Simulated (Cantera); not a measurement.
Equilibrium for silicon carbide growth: SiCl4 + C2H2 + H2

Charge: 1 mol SiCl4, a varied amount of C2H2, 15 mol H2, equilibrated at 2100 K and 0.100 bar.

Method: chemical equilibrium by Gibbs-energy minimisation in Cantera with the NASA 1993 tables (ideal gas, pure condensed phases). Candidate condensed phases: C, C6H6, C7H8, C8H18, Si, SiC; 109 gas species. Mutual solubility and eutectic melting of coexisting phases are not modelled. The tables' values for SiCl, SiCl3 are old estimates; treat these amounts as uncertain. Gases not in the tables: Si2H6 and higher silanes. The numbers say what is thermodynamically allowed, not how fast it happens.

```json
[
 {"n(C2H2) (mol)": "0.022", "x H2": "0.805", "x HCl": "0.134", "x SiCl2": "0.0479", "x H": "0.00884", "n Si(l)": "0.0779", "n SiC(s)": "0.0428"},
 {"n(C2H2) (mol)": "0.026", "x H2": "0.805", "x HCl": "0.134", "x SiCl2": "0.0479", "x H": "0.00884", "n Si(l)": "0.0700", "n SiC(s)": "0.0508"},
 {"n(C2H2) (mol)": "0.03", "x H2": "0.805", "x HCl": "0.134", "x SiCl2": "0.0479", "x H": "0.00884", "n Si(l)": "0.0621", "n SiC(s)": "0.0588"},
 {"n(C2H2) (mol)": "0.035", "x H2": "0.805", "x HCl": "0.134", "x SiCl2": "0.0478", "x H": "0.00884", "n Si(l)": "0.0522", "n SiC(s)": "0.0688"},
 {"n(C2H2) (mol)": "0.041", "x H2": "0.805", "x HCl": "0.134", "x SiCl2": "0.0478", "x H": "0.00884", "n Si(l)": "0.0404", "n SiC(s)": "0.0808"},
 {"n(C2H2) (mol)": "0.047", "x H2": "0.805", "x HCl": "0.134", "x SiCl2": "0.0478", "x H": "0.00884", "n Si(l)": "0.0285", "n SiC(s)": "0.0928"},
 {"n(C2H2) (mol)": "0.055", "x H2": "0.805", "x HCl": "0.134", "x SiCl2": "0.0477", "x H": "0.00884", "n Si(l)": "0.0127", "n SiC(s)": "0.109"},
 {"n(C2H2) (mol)": "0.064", "x H2": "0.805", "x HCl": "0.134", "x SiCl2": "0.0474", "x H": "0.00884", "n Si(l)": "0", "n SiC(s)": "0.127"},
 {"n(C2H2) (mol)": "0.075", "x H2": "0.804", "x HCl": "0.137", "x SiCl2": "0.0463", "x H": "0.00883", "n Si(l)": "0", "n SiC(s)": "0.149"},
 {"n(C2H2) (mol)": "0.087", "x H2": "0.803", "x HCl": "0.139", "x SiCl2": "0.0450", "x H": "0.00883", "n Si(l)": "0", "n SiC(s)": "0.173"},
 {"n(C2H2) (mol)": "0.1", "x H2": "0.802", "x HCl": "0.142", "x SiCl2": "0.0437", "x H": "0.00882", "n Si(l)": "0", "n SiC(s)": "0.199"},
 {"n(C2H2) (mol)": "0.12", "x H2": "0.800", "x HCl": "0.146", "x SiCl2": "0.0415", "x H": "0.00881", "n Si(l)": "0", "n SiC(s)": "0.239"}
]
```
x: gas mole fraction; n: condensed amount in mol.

From 0.022 mol C2H2 to 0.055 mol C2H2 the condensed part is Si(l) + SiC(s). From 0.064 mol C2H2 to 0.12 mol C2H2 the condensed part is SiC(s). The main Si-bearing gas is SiCl2 throughout.
